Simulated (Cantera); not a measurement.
A closed system holds: 1 mol Si, 1.8 mol Cl2, 1.7 mol H2, equilibrated at 93000 Pa.

These are equilibrium values from Cantera (NASA tables, ideal gas, pure condensed phases), not measurements of a reactor. Candidate condensed phases: Si; 19 gas species. The tables' values for SiCl3 are old estimates; treat these amounts as uncertain. Equilibrium is a limit: real reactors are often held back by kinetics, nucleation or transport.

x: gas mole fraction; n: condensed amount in mol.

```csv
T (°C),x H2,x SiCl4,x SiHCl3,x HCl,x SiCl3,x SiCl2,n Si(s)
325,0.614,0.270,0.113,3.85e-5,4.42e-7,1.05e-9,0.0256
375,0.615,0.272,0.111,0.000118,2.29e-6,1.28e-8,0.0268
425,0.615,0.273,0.108,[?],9.35e-6,[?],0.0282
475,0.616,0.275,0.106,0.000700,3.16e-5,6.85e-7,0.0295
525,0.616,0.276,0.104,0.00144,9.13e-5,3.43e-6,0.0311
575,0.615,0.276,0.102,0.00271,0.000232,1.41e-5,0.0328
625,0.615,0.277,0.0998,0.00474,0.000532,4.95e-5,0.0350
675,0.613,0.276,0.0978,0.00781,0.00111,0.000151,0.0375
725,0.611,0.275,0.0956,0.0122,0.00215,0.000412,0.0404
775,0.607,0.273,0.0932,[?],0.00389,[?],0.0437
825,0.602,0.269,0.0905,0.0260,0.00662,0.00229,0.0468
875,0.595,0.263,0.0872,0.0360,0.0107,0.00477,0.0493
925,0.586,0.254,0.0832,0.0480,0.0163,0.00928,0.0499
```

**Question.** Fill in the missing entries.

**Answer.** 
- 775, x HCl: 0.0182
- 775, x SiCl2: 0.00101
- 425, x HCl: 0.000307
- 425, x SiCl2: 1.08e-7
